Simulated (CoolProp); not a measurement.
Vapour pressure (MPa) of normal hydrogen: the reference equation beside estimates from Tc = 33.1 K, pc = 1.296 MPa, ω = -0.219. Clausius-Clapeyron is anchored at 22.3 K with a constant enthalpy of vaporisation of 0.8809 kJ/mol.

Computed with CoolProp (reference Helmholtz-energy equation of state, Leachman 2009).

```json
[
 {"T (K)": "21.5", "reference": "0.1394", "Lee-Kesler": "0.1396", "Clausius-Clapeyron": "0.1440", "van der Waals": "0.1742", "Redlich-Kwong": "0.05758", "Soave-Redlich-Kwong": "0.1359"},
 {"T (K)": "22.3", "reference": "0.1719", "Lee-Kesler": "0.1720", "Clausius-Clapeyron": "0.1719", "van der Waals": "0.2117", "Redlich-Kwong": "0.08040", "Soave-Redlich-Kwong": "0.1697"},
 {"T (K)": "23.2", "reference": "0.2144", "Lee-Kesler": "0.2146", "Clausius-Clapeyron": "0.2066", "van der Waals": "0.2598", "Redlich-Kwong": "0.1133", "Soave-Redlich-Kwong": "0.2141"},
 {"T (K)": "24", "reference": "0.2581", "Lee-Kesler": "0.2582", "Clausius-Clapeyron": "0.2406", "van der Waals": "0.3082", "Redlich-Kwong": "0.1499", "Soave-Redlich-Kwong": "0.2597"},
 {"T (K)": "24.9", "reference": "0.3143", "Lee-Kesler": "0.3143", "Clausius-Clapeyron": "0.2822", "van der Waals": "0.3692", "Redlich-Kwong": "0.2003", "Soave-Redlich-Kwong": "0.3184"},
 {"T (K)": "25.7", "reference": "0.3710", "Lee-Kesler": "0.3709", "Clausius-Clapeyron": "0.3222", "van der Waals": "0.4294", "Redlich-Kwong": "0.2542", "Soave-Redlich-Kwong": "0.3775"},
 {"T (K)": "26.6", "reference": "0.4430", "Lee-Kesler": "0.4427", "Clausius-Clapeyron": "0.3704", "van der Waals": "0.5043", "Redlich-Kwong": "0.3261", "Soave-Redlich-Kwong": "0.4522"},
 {"T (K)": "27.4", "reference": "0.5147", "Lee-Kesler": "0.5143", "Clausius-Clapeyron": "0.4161", "van der Waals": "0.5774", "Redlich-Kwong": "0.4008", "Soave-Redlich-Kwong": "0.5262"},
 {"T (K)": "28.3", "reference": "0.6047", "Lee-Kesler": "0.6042", "Clausius-Clapeyron": "0.4706", "van der Waals": "0.6672", "Redlich-Kwong": "0.4979", "Soave-Redlich-Kwong": "0.6186"},
 {"T (K)": "29.1", "reference": "0.6936", "Lee-Kesler": "0.6931", "Clausius-Clapeyron": "0.5216", "van der Waals": "0.7539", "Redlich-Kwong": "0.5966", "Soave-Redlich-Kwong": "0.7090"},
 {"T (K)": "30", "reference": "0.8043", "Lee-Kesler": "0.8039", "Clausius-Clapeyron": "0.5818", "van der Waals": "0.8593", "Redlich-Kwong": "0.7223", "Soave-Redlich-Kwong": "0.8205"},
 {"T (K)": "30.8", "reference": "0.9129", "Lee-Kesler": "0.9128", "Clausius-Clapeyron": "0.6377", "van der Waals": "0.9603", "Redlich-Kwong": "0.8479", "Soave-Redlich-Kwong": "0.9286"},
 {"T (K)": "31.7", "reference": "1.048", "Lee-Kesler": "1.048", "Clausius-Clapeyron": "0.7031", "van der Waals": "1.082", "Redlich-Kwong": "1.005", "Soave-Redlich-Kwong": "1.061"},
 {"T (K)": "32.5", "reference": "1.180", "Lee-Kesler": "1.181", "Clausius-Clapeyron": "0.7634", "van der Waals": "1.198", "Redlich-Kwong": "1.161", "Soave-Redlich-Kwong": "1.187"}
]
```

Absolute difference from the reference over all 14 rows, mean and median: Lee-Kesler 0.1 and 0.1 %, Clausius-Clapeyron 17.5 and 17.8 %, van der Waals 13.1 and 13.0 %, Redlich-Kwong 26.6 and 24.3 %, Soave-Redlich-Kwong 1.6 and 1.7 %.
